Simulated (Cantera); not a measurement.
A perfectly stirred reactor is fed with N2O : H2 : N2 = 1 : 0.0042 : 1.1 (molar parts), at 0.197 atm; it is held at 1275 K, and followed from long to short residence time.

Cantera simulation using GRI-Mech 3.0 (53 species, 325 reactions); the numbers are that mechanism's predictions, not measurements. GRI-Mech 3.0 was tuned for natural gas; its chemistry of N2O as a main component is partial and can be far from experiment. The mechanism lacks the step 2 NO + O2 → 2 NO2, which can matter for NO2 below about 1400 K. The temperature is held fixed by assumption; the heat of reaction is taken as removed at once.

### Question
What does this change do: temperature 1275 to 1250 K?

### Answer
```tsv
quantity	before	after
x(N2O) at τ = 4.00 s	0.149	0.194
x(H2) at τ = 4.00 s	7.38e-6	9.67e-6
x(NO) at τ = 4.00 s	0.0316	0.0255
x(O) at τ = 4.00 s	4.51e-6	3.30e-6
x(H2O) at τ = 4.00 s	0.00172	0.00176
x(N2O) at τ = 59.0 ms	0.458	0.463
x(H2) at τ = 59.0 ms	0.000281	0.000346
x(NO) at τ = 59.0 ms	0.00156	0.000942
x(O) at τ = 59.0 ms	5.14e-6	3.64e-6
x(H2O) at τ = 59.0 ms	0.00169	0.00163
```

### Question
What does this change do: H2 0.0042 to 0.0019 parts?

### Answer
| quantity | before | after |
|---|---|---|
| x(N2O) at τ = 4.00 s | 0.149 | 0.150 |
| x(H2) at τ = 4.00 s | 7.38e-6 | 4.60e-6 |
| x(NO) at τ = 4.00 s | 0.0316 | 0.0321 |
| x(O) at τ = 4.00 s | 4.51e-6 | 4.54e-6 |
| x(H2O) at τ = 4.00 s | 0.00172 | 0.000777 |
| x(N2O) at τ = 59.0 ms | 0.458 | 0.459 |
| x(H2) at τ = 59.0 ms | 0.000281 | 0.000161 |
| x(NO) at τ = 59.0 ms | 0.00156 | 0.00158 |
| x(O) at τ = 59.0 ms | 5.14e-6 | 5.17e-6 |
| x(H2O) at τ = 59.0 ms | 0.00169 | 0.000730 |
